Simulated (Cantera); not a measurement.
An adiabatic, constant-volume homogeneous reactor starts with CH₄ : CO : O₂ : N₂ : H₂O = 1 : 0.4 : 4.78 : 18 : 1.9 (molar parts), equivalence ratio 0.46, at 1350 K and 26.0 bar. Integrator tolerance rtol = 1e-08.

Detailed kinetics in Cantera: GRI-Mech 3.0 (53 species, 325 reactions). The pressure lies above the range GRI-Mech 3.0 was tuned for (to about 10 atm).

Task: What does this change do: constant pressure in place of constant volume?

Result: 
```
quantity                                                              before                                      after
---------------------------------  -----------------------------------------  -----------------------------------------
time of steepest temperature rise                                   0.289 ms                                   0.307 ms
temperature at 3.00 s                                                 2418 K                                     2222 K
equilibrium temperature                                               2418 K                                     2222 K
x(CH₄) at 3.00 s                       <1e-12 (gas-phase equilibrium <1e-12)      <1e-12 (gas-phase equilibrium <1e-12)
x(CO) at 3.00 s                    0.000609 (gas-phase equilibrium 0.000609)  0.000241 (gas-phase equilibrium 0.000241)
x(O₂) at 3.00 s                        0.0925 (gas-phase equilibrium 0.0925)      0.0949 (gas-phase equilibrium 0.0949)
x(CH₂CO) at 3.00 s                     <1e-12 (gas-phase equilibrium <1e-12)      <1e-12 (gas-phase equilibrium <1e-12)
x(NO₂) at 3.00 s                     5.40e-5 (gas-phase equilibrium 5.40e-5)    3.54e-5 (gas-phase equilibrium 3.54e-5)
x(N₂O) at 3.00 s                     4.34e-6 (gas-phase equilibrium 4.34e-6)    2.22e-6 (gas-phase equilibrium 2.22e-6)
```

Task: What does this change do: 0.32 parts H2 added?

Result: 
```tsv
quantity	before	after
time of steepest temperature rise	0.289 ms	86.1 µs
temperature at 3.00 s	2418 K	2485 K
equilibrium temperature	2418 K	2485 K
x(CH₄) at 3.00 s	<1e-12 (gas-phase equilibrium <1e-12)	<1e-12 (gas-phase equilibrium <1e-12)
x(CO) at 3.00 s	0.000609 (gas-phase equilibrium 0.000609)	0.000899 (gas-phase equilibrium 0.000899)
x(O₂) at 3.00 s	0.0925 (gas-phase equilibrium 0.0925)	0.0851 (gas-phase equilibrium 0.0851)
x(CH₂CO) at 3.00 s	<1e-12 (gas-phase equilibrium <1e-12)	<1e-12 (gas-phase equilibrium <1e-12)
x(NO₂) at 3.00 s	5.40e-5 (gas-phase equilibrium 5.40e-5)	5.25e-5 (gas-phase equilibrium 5.25e-5)
x(N₂O) at 3.00 s	4.34e-6 (gas-phase equilibrium 4.34e-6)	4.73e-6 (gas-phase equilibrium 4.73e-6)
```

Task: What does this change do: pressure from 26.0 bar to 1.00 bar?

Result: 
```csv
quantity,before,after
time of steepest temperature rise,0.289 ms,4.66 ms
temperature at 3.00 s,2418 K,2369 K
equilibrium temperature,2418 K,2369 K
x(CH₄) at 3.00 s,<1e-12 (gas-phase equilibrium <1e-12),<1e-12 (gas-phase equilibrium <1e-12)
x(CO) at 3.00 s,0.000609 (gas-phase equilibrium 0.000609),0.00228 (gas-phase equilibrium 0.00228)
x(O₂) at 3.00 s,0.0925 (gas-phase equilibrium 0.0925),0.0925 (gas-phase equilibrium 0.0925)
x(CH₂CO) at 3.00 s,<1e-12 (gas-phase equilibrium <1e-12),<1e-12 (gas-phase equilibrium <1e-12)
x(NO₂) at 3.00 s,5.40e-5 (gas-phase equilibrium 5.40e-5),1.01e-5 (gas-phase equilibrium 1.01e-5)
x(N₂O) at 3.00 s,4.34e-6 (gas-phase equilibrium 4.34e-6),7.68e-7 (gas-phase equilibrium 7.68e-7)
```
